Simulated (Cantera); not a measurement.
Cantera with NASA thermochemical tables; ideal gases at 1 bar, condensed phases pure. Values are per mole of reaction as written; species without (g) are pure solids or liquids, kept so even where they would boil at 1 bar.

CrO₃(g) + 6 H(g) = 3 H₂O(g) + Cr

| T (K) | ΔH° (kJ) | ΔS° (J/K) | ΔG° (kJ) | log10 K | condensed phases |
|---|---|---|---|---|---|
| 1750 | ___ | ___ | ___ | ___ | Cr(s) |
| 1800 | ___ | ___ | ___ | ___ | Cr(s) |
| 1850 | ___ | ___ | ___ | ___ | Cr(s) |
| 1900 | -1803.7 | -452.7 | -943.6 | 25.94 | Cr(s) |
| 1950 | -1803.8 | -452.8 | -920.9 | 24.67 | Cr(s) |
| 2000 | -1803.9 | -452.8 | -898.3 | 23.46 | Cr(s) |
| 2050 | ___ | ___ | ___ | ___ | Cr(s) |
| 2100 | -1803.6 | -452.7 | -853.0 | 21.22 | Cr(s) |
| 2150 | -1783.1 | -443.1 | -830.6 | 20.18 | Cr(l) |
| 2200 | -1783.6 | -443.3 | -808.4 | 19.19 | Cr(l) |
| 2250 | -1784.0 | -443.4 | -786.3 | 18.25 | Cr(l) |

Fill in the missing entries.


- 1750, ΔH° (kJ): -1802.6
- 1750, ΔS° (J/K): -452.1
- 1750, ΔG° (kJ): -1011.4
- 1750, log10 K: 30.19
- 1800, ΔH° (kJ): -1803.1
- 1800, ΔS° (J/K): -452.4
- 1800, ΔG° (kJ): -988.8
- 1800, log10 K: 28.69
- 1850, ΔH° (kJ): -1803.4
- 1850, ΔS° (J/K): -452.6
- 1850, ΔG° (kJ): -966.2
- 1850, log10 K: 27.28
- 2050, ΔH° (kJ): -1803.8
- 2050, ΔS° (J/K): -452.7
- 2050, ΔG° (kJ): -875.7
- 2050, log10 K: 22.31
